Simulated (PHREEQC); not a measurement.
Acid mine or pickling water: speciation

Synthetic water in mg/L, 25 °C, pH 3.35, pe 9.1:

```csv
constituent,mg/L
Na,90.6
K,18.3
Ca,60.1
Mg,9.86
Cl,104
S(6) as SO4,306
Zn,7.75
Mn(2),10.1
Cd,7.44
Br,19.6
```

Valence states are taken as typed.

Equilibrium calculation in PHREEQC: ion-association model, phreeqc.dat.

| Property | Result |
|---|---|
| ionic strength | 0.0132 mol/kgw |
| specific conductance | 1150 µS/cm |
| total alkalinity | -0.578 meq/kg |
| charge-balance error | -0.1 % |

```csv
species,molality,activity,log γ
Na+,0.00391,0.00349,-0.050
Cl-,0.00293,0.00260,-0.051
SO4-2,0.00267,0.00170,-0.198
Ca+2,0.00126,0.000803,-0.195
H+,0.000494,0.000447,-0.044
K+,0.000463,0.000411,-0.052
Mg+2,0.000323,0.000208,-0.191
```

This is a speciation only: nothing precipitates in the calculation.
